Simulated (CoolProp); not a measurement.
Properties of n-pentane at several states (Tc = 469.7 K, pc = 33.68 bar, ω = 0.251).

Model: reference Helmholtz-energy equation of state, Thol 2019, in CoolProp.

```csv
T (K),p (bar),phase,Z,cv (kJ/(kg K)),Joule-Thomson coefficient (K/MPa),conductivity (mW/(m K)),fugacity coefficient
365.1,10.5,liquid,…,1.991,-0.1122,90.4,0.4247
257.9,0.193,liquid,…,1.598,-0.4475,…,0.5976
243.6,32.3,liquid,0.1703,1.561,-0.4772,134,0.001915
170.1,1.23,liquid,…,…,-0.5461,…,5.365e-5
460.9,12,gas,0.8549,2.309,10.25,35.9,0.8720
476.4,8.11,gas,0.9168,2.348,…,37.3,0.9224
```

### Question
Fill in the missing entries.

### Answer

- 365.1, Z: 0.04547
- 257.9, Z: 0.0009840
- 257.9, conductivity (mW/(m K)): 127
- 170.1, Z: 0.008486
- 170.1, cv (kJ/(kg K)): 1.452
- 170.1, conductivity (mW/(m K)): 158
- 476.4, Joule-Thomson coefficient (K/MPa): 8.350

Thermal conductivity comes from a separate model (Vassiliou 2015).
